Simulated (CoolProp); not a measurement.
Computed with CoolProp (reference Helmholtz-energy equation of state, de Reuck 1993).

### Question
For methanol, give the phase and the Z, cv (kJ/(kg K)), speed of sound (m/s), isothermal compressibility (1/MPa) at 254.25 °C and 24.5 MPa; 297.05 °C and 24.5 MPa.

### Answer
- 254.25 °C and 24.5 MPa: supercritical; Z 0.336, cv 3.28, speed of sound 563, isothermal compressibility 0.00925
- 297.05 °C and 24.5 MPa: supercritical; Z 0.395, cv 3.37, speed of sound 422, isothermal compressibility 0.0245
